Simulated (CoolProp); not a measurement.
Saturation properties of R245ca.

Values from CoolProp's reference Helmholtz-energy equation of state, Zhou 2016.

```csv
T (K),p (bar),liquid density (kg/m³),vapour density (kg/m³),liquid cp (kJ/(kg K)),surface tension (mN/m)
240.8,0.05512,1524,0.3705,1.320,23.8
253.8,0.1230,1494,0.7878,1.328,22.1
266.8,0.2492,1463,1.527,1.340,20.4
279.8,0.4654,1432,2.741,1.354,18.7
292.8,(withheld),1401,4.621,1.371,17.0
305.9,1.341,1368,7.422,1.391,15.3
318.9,2.102,(withheld),11.37,1.414,13.6
331.9,3.161,1298,16.82,1.440,11.9
344.9,4.585,1261,24.18,1.470,10.3
357.9,(withheld),1222,33.95,1.505,8.71
371,8.856,1179,46.96,1.548,7.15
384,11.86,1132,64.01,(withheld),5.66
397,15.57,1080,86.76,1.681,4.23
410,20.10,1020,118.0,1.805,2.90
```

What belongs in the gaps?


- 292.8, p (bar): 0.8117
- 318.9, liquid density (kg/m³): 1334
- 357.9, p (bar): 6.450
- 384, liquid cp (kJ/(kg K)): 1.604

It boils at 298.4 K under 1 atm.

Surface tension comes from a separate correlation (Mulero 2012).
